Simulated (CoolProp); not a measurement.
Properties of n-perfluoropentane along the isotherm 428.6 K.

Values from CoolProp's reference Helmholtz-energy equation of state, Gao 2022.

```tsv
p (kPa)	phase	density (kg/m³)	speed of sound (m/s)	Joule-Thomson coefficient (K/MPa)	fugacity coefficient
645	gas	58.44	101.3	8.503	0.9017
1290	gas	137.4	86.42	11.08	0.8047
1930	gas	272.1	65.74	16.58	0.7073
2580	supercritical	831.2	66.39	7.938	0.5958
3220	supercritical	975.0	108.8	2.795	0.5051
3870	supercritical	1036	136.0	1.701	0.4427
4510	supercritical	1077	156.7	1.208	0.3990
5160	supercritical	1108	174.3	0.9132	0.3659
```
